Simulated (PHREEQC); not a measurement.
Solution (25 °C): 0.0013 mol/kgw KH2PO4 and 0.0089 mol/kgw NaF. Closed to the air; pH follows from the charge balance.

Model: ion-association model, phreeqc.dat, run in PHREEQC.

```
quantity                   before    after
------------------------  -------  -------
pH                           5.55     5.71
ionic strength (mol/kgw)   0.0102   0.0102
NaF (mol/kgw)             3.64e-5  3.54e-5
HF (mol/kgw)              3.35e-5  6.73e-5
HF2- (mol/kgw)            1.13e-6  2.54e-6
```

Problem. Name the change that produced these shifts.
A. NaF from 0.0089 to 0.0134 mol/kgw
B. KH2PO4 left out
C. temperature from 25 to 80 °C
D. diluted 2-fold with water

Solution. C, temperature from 25 to 80 °C

This is a speciation only: nothing precipitates in the calculation. At this temperature some constants are extrapolated from 25 °C, and those without enthalpy data are left unchanged.
